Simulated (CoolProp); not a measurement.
Octamethyltrisiloxane (MDM) along the isobar 5.43 MPa: Z from the reference equation and from simpler models built on Tc = 565.4 K, pc = 1.438 MPa, ω = 0.528; each cubic takes its own stable root.

Values from CoolProp's reference Helmholtz-energy equation of state, Thol 2017.

| T (K) | phase | reference |
|---|---|---|
| 292 | liquid | 0.6385 |
| 323.4 | liquid | 0.5981 |
| 354.9 | liquid | 0.5668 |
| 386.3 | liquid | 0.5428 |
| 417.8 | liquid | 0.5250 |
| 449.2 | liquid | 0.5127 |
| 480.7 | liquid | 0.5059 |
| 512.1 | liquid | 0.5048 |
| 543.6 | liquid | 0.5104 |
| 575 | supercritical | 0.5244 |

Question: How far does each simpler model (Redlich-Kwong, Soave-Redlich-Kwong) lie from the reference over these 10 states: mean and median of the absolute difference, and the worst?

Answer: 
- Redlich-Kwong: mean 12.8 %, median 13.1 %, worst +16.2 % at 292 K and 5.43 MPa
- Soave-Redlich-Kwong: mean 8.6 %, median 8.2 %, worst +11.7 % at 292 K and 5.43 MPa
